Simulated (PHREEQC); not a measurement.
Dissolve 0.027 mol H3BO3, 0.087 mol NaOH and 0.000341 mol NaCl per kg of water at 25 °C. Closed to the air; pH follows from the charge balance.

Computed with PHREEQC (Pitzer model, pitzer.dat).

This is a speciation only: nothing precipitates in the calculation.

Estimate the pH.

pH 12.67.
